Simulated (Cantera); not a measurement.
Charge: 1 mol AlN, 8.8 mol H2, held at 2748 K and 825 Torr.

Cantera equilibrium calculation (NASA polynomials, part measured and part estimated; ideal gas, pure solids and liquids). Kinetics and transport are ignored.

```json
[
 {"species": "H", "before": "0.0579", "after": "0.910"},
 {"species": "Al", "before": "0.0874", "after": "0.0529"},
 {"species": "N2", "before": "0.0473", "after": "0.0264"},
 {"species": "H2", "before": "0.800", "after": "0.0108"},
 {"species": "Al2", "before": "0.000149", "after": "2.99e-9"},
 {"species": "AlH", "before": "0.00694", "after": "3.60e-6"},
 {"species": "N", "before": "4.91e-7", "after": "4.96e-5"}
]
```
Gas species are given as mole fractions.

Q: Which change was made?
A) H2 from 8.8 to 0.13 mol
B) pressure from 825 Torr to 0.0450 Torr
C) H2 from 8.8 to 0.015 mol
D) temperature from 2748 K to 2675 K

A: B, pressure from 825 Torr to 0.0450 Torr
